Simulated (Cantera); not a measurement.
An adiabatic, constant-volume homogeneous reactor starts with C3H8 : O2 : N2 = 1 : 8.62 : 22.4 (molar parts), equivalence ratio 0.58, at 1823 K and 1.70 bar.

Cantera simulation using GRI-Mech 3.0 (53 species, 325 reactions); the numbers are that mechanism's predictions, not measurements. GRI-Mech 3.0 was tuned for natural gas; its chemistry of propane as a main component is partial and can be far from experiment.

Task: Predict: time of steepest temperature rise; temperature at 8.00 s; equilibrium temperature; x(O2) at 8.00 s; x(CO2) at 8.00 s; x(H2) at 8.00 s.

Result: 
* **time of steepest temperature rise**: 5.84 µs
* **temperature at 8.00 s**: 2976 K
* **equilibrium temperature**: 2976 K
* **x(O2) at 8.00 s**: 0.0953 (gas-phase equilibrium 0.0953)
* **x(CO2) at 8.00 s**: 0.0554 (gas-phase equilibrium 0.0554)
* **x(H2) at 8.00 s**: 0.00705 (gas-phase equilibrium 0.00705)
